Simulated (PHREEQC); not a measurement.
A solution holds 0.003 mol/kgw KH2PO4, 0.01 mol/kgw K2HPO4 and 0.00057 mol/kgw KCl, at 15 °C. Closed to the air; pH follows from the charge balance.

Model: ion-association model, phreeqc.dat, run in PHREEQC.

Task: The ionic strength comes out as 0.0331 mol/kgw. What activity coefficients do Cl-, KHPO4-, H2PO4-, HPO4-2, K+ get?

Result: Cl- 0.84, KHPO4- 0.85, H2PO4- 0.85, HPO4-2 0.52, K+ 0.84.

No solid was allowed to form.
